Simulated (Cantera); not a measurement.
**Pyrogenic steam for wet oxidation**

A perfectly stirred reactor is fed with H2 : O2 : N2 = 1.3 : 0.52 : 14 (molar parts), at 105 Torr; it is held at 1325 K, and followed from long to short residence time.

Model: the H2/O2 subset of GRI-Mech 3.0, which has no nitrogen chemistry, integrated in Cantera. The temperature is held fixed by assumption; the heat of reaction is taken as removed at once.

| τ (s) | x H2 | x O2 | x H2O2 | x H2O | x O | x HO2 |
|---|---|---|---|---|---|---|
| 4.5 | 0.0164 | 2.71e-5 | 4.65e-9 | 0.0678 | 7.39e-6 | 2.45e-9 |
| 2.3 | 0.0162 | 4.67e-5 | 7.12e-9 | 0.0677 | 1.44e-5 | 4.17e-9 |
| 1.1 | 0.0159 | 8.72e-5 | 1.11e-8 | 0.0675 | 2.99e-5 | 7.69e-9 |
| 0.58 | 0.0156 | 0.000153 | 1.60e-8 | 0.0672 | 5.58e-5 | 1.33e-8 |
| 0.30 | 0.0153 | 0.000274 | 2.28e-8 | 0.0668 | 0.000105 | 2.35e-8 |
| 0.15 | 0.0150 | 0.000500 | 3.21e-8 | 0.0660 | 0.000197 | 4.22e-8 |
| 0.076 | 0.0148 | 0.000872 | 4.32e-8 | 0.0649 | 0.000353 | 7.22e-8 |
| 0.038 | 0.0148 | 0.00145 | 5.54e-8 | 0.0631 | 0.000609 | 1.18e-7 |
| 0.019 | 0.0151 | 0.00227 | 6.72e-8 | 0.0607 | 0.000990 | 1.80e-7 |
| 0.0099 | 0.0155 | 0.00323 | 7.68e-8 | 0.0579 | 0.00147 | 2.50e-7 |
| 0.0050 | 0.0162 | 0.00439 | 8.43e-8 | 0.0545 | 0.00209 | 3.32e-7 |
x: mole fraction; the columns are a selection and need not sum to one.
